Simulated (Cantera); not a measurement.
Input: 1 mol PbO, 0.75 mol CH4, 0.59 mol H2, 2.5 mol CO, at 1923.15 K.

Method: chemical equilibrium by Gibbs-energy minimisation in Cantera with the NASA 1993 tables (ideal gas, pure condensed phases). Candidate condensed phases: C, C6H6, C7H8, C8H18, H2O, Pb, PbO, PbO2, Pb3O4; 113 gas species. Gases not in the tables: (PbO)n polymers. The numbers say what is thermodynamically allowed, not how fast it happens.

Task: Which condensed phases are stable at each of these points (P (Pa)): 10, 42, 180, 750, 3200, 13000, 56000, 240000, 1000000?

Result: 
| P (Pa) | condensed phases | Pb condensed (%) |
|---|---|---|
| 10 | gas only | 0.0 |
| 42 | gas only | 0.0 |
| 180 | gas only | 0.0 |
| 750 | gas only | 0.0 |
| 3200 | gas only | 0.0 |
| 13000 | gas only | 0.0 |
| 56000 | gas only | 0.0 |
| 240000 | gas only | 0.0 |
| 1000000 | Pb(l) | 66.8 |

From 0.000100 bar to 2.40 bar nothing is condensed. At 10.0 bar the condensed part is Pb(l).
